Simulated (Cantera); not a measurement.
# Ignition delay

Mixture: CH4 : O2 : N2 = 1 : 2 : 7 (molar parts), at 1000000 Pa, adiabatic and at constant pressure. Ignition delay is the time to a rise of 400 K.

Detailed kinetics in Cantera: GRI-Mech 3.0 (53 species, 325 reactions).

```tsv
T0 (K)	delay (ms)
1225	3.28
1300	1.38
1375	0.610
1450	0.285
1525	0.139
1600	0.0713
1675	0.0383
1750	0.0216
```

| Item | Value |
|---|---|
| apparent activation energy between 1600 and 1750 K | 190 kJ/mol |
